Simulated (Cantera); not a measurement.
Feed: 1 mol PbO, 0.16 mol O2, 0.75 mol H2, at 527 °C and 345 Torr.

Method: chemical equilibrium by Gibbs-energy minimisation in Cantera with the NASA 1993 tables (ideal gas, pure condensed phases). Candidate condensed phases: H2O, Pb, PbO, PbO2, Pb3O4; 12 gas species. Kinetics and transport are ignored.

Base state: H2O 1.000, H2 6.31e-5 (mole fractions); condensed: Pb(l) + PbO(yellow).

Question: What changes in the equilibrium state with this change: temperature from 527 °C to 1250 °C?

Answer: 
```json
[
 {"species": "H2O", "before": "1.000", "after": "0.907"},
 {"species": "Pb", "before": "1.34e-7", "after": "0.0665"},
 {"species": "PbO", "before": "<1e-9", "after": "0.0256"},
 {"species": "Pb2", "before": "<1e-9", "after": "3.22e-5"},
 {"species": "OH", "before": "<1e-9", "after": "2.95e-5"},
 {"species": "O2", "before": "<1e-9", "after": "1.08e-5"},
 {"species": "Pb(l), mol", "before": "0.430", "after": "0.374"},
 {"species": "PbO(yellow), mol", "before": "0.570", "after": "0"},
 {"species": "PbO(l), mol", "before": "0", "after": "0.550"}
]
```
Each liquid is taken as pure. Mutual solubility and eutectic melting of coexisting phases are not modelled. Gases not in the tables: (PbO)n polymers.

Question: What changes in the equilibrium state with this change: PbO replaced by Pb?

Answer: 
| species | before | after |
|---|---|---|
| H2 | 6.31e-5 | 0.573 |
| H2O | 1.000 | 0.427 |
| Pb(l), mol | 0.430 | 1.00 |
| PbO(yellow), mol | 0.570 | 0 |
